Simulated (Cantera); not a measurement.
Feed: 1 mol SiHCl3, 0.0059 mol Cl2, 330 mol H2, 1.8 mol HCl, equilibrated at 13.3 mbar.

These are equilibrium values from Cantera (NASA tables, ideal gas, pure condensed phases), not measurements of a reactor. Candidate condensed phases: Si; 19 gas species. The numbers say what is thermodynamically allowed, not how fast it happens.

Over these rows the condensed part is Si(s). Partial pressures as log10 of bar:

| T (K) | 1000/T (1/K) | log p SiCl4 | log p H2 | log p HCl |
|---|---|---|---|---|
| 1023 | 0.9775 | -5.24 | -1.88 | -3.83 |
| 1123 | 0.8905 | -6.20 | -1.88 | -3.76 |
| 1223 | 0.8177 | -7.23 | -1.88 | -3.75 |
| 1323 | 0.7559 | -8.14 | -1.88 | -3.75 |
| 1423 | 0.7027 | -8.92 | -1.88 | -3.75 |
| 1523 | 0.6566 | ? | -1.88 | -3.75 |

Task: Fit log p(SiCl4) = a + b·(1000/T) to the five rows, give the apparent enthalpy, and predict the row at 1523 K.

Result: Means: 1000/T = 0.8289, log p = -7.146. Sxy = 0.638887, Sxx = 0.0472574, so b = 13.52 and a = -7.146 − (13.52)×0.8289 = -18.35.
Apparent enthalpy: −19.145 × (13.52) = -259 kJ/mol. With the condensed phases at unit activity, Si(s) + 4 HCl(g) = SiCl4(g) + 2 H2(g) links this pressure to the main gases: over the six rows their terms move log p by +0.32 in all, so the slope isn't that reaction's ΔH° alone. The five rows lie within 0.11 of the line; that is curvature, so one enthalpy describes this range poorly.
Prediction at 1523 K: -18.35 + (13.52)×0.6566 = -9.47. The computed value is -9.59, 0.12 from the line.
